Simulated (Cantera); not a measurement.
# Stirred combustor or abatement burner

A perfectly stirred reactor is fed with CH4 : C2H6 : O2 : N2 = 1 : 0.15 : 1.58 : 5.93 (molar parts), equivalence ratio 1.6, at 4.93 atm; it is adiabatic with a 448 K inlet, and is followed from long to short residence time, starting on the burning branch (τ in s: 0.15, 0.079, 0.041, 0.021, 0.011, 0.0058, 0.003, 0.0016, 0.00081, 0.00042, 0.00022, 0.00011, 6e-05).

Computed with Cantera and GRI-Mech 3.0 (53 species, 325 reactions).

```csv
τ (s),T (K),x CH4,x C2H6,x O2,x C2H2,x H2O2,x HO2
0.15,1962,0.00180,5.68e-7,8.18e-5,0.000672,2.46e-9,2.58e-8
0.079,1966,0.00252,1.17e-6,0.000147,0.00121,4.44e-9,4.68e-8
0.041,1971,0.00338,2.33e-6,0.000266,0.00195,8.14e-9,8.56e-8
0.021,1975,0.00436,4.50e-6,0.000479,0.00284,1.51e-8,1.58e-7
0.011,1977,0.00538,8.26e-6,0.000833,0.00374,2.74e-8,2.86e-7
0.0058,1977,0.00644,1.49e-5,0.00142,0.00456,4.94e-8,5.18e-7
0.0030,1971,0.00762,2.74e-5,0.00245,0.00524,9.14e-8,9.78e-7
0.0016,1958,0.00889,5.05e-5,0.00409,0.00569,1.67e-7,1.86e-6
0.00081,1929,0.0107,0.000106,0.00732,0.00587,3.33e-7,4.05e-6
0.00042,1859,0.0143,0.000281,0.0147,0.00547,7.39e-7,1.08e-5
0.00022,448,0.115,0.0173,0.182,<1e-12,<1e-12,<1e-12
0.00011,448,0.115,0.0173,0.182,<1e-12,<1e-12,<1e-12
6.0e-5,448,0.115,0.0173,0.182,<1e-12,<1e-12,<1e-12
```
x: mole fraction; the columns are a selection and need not sum to one.
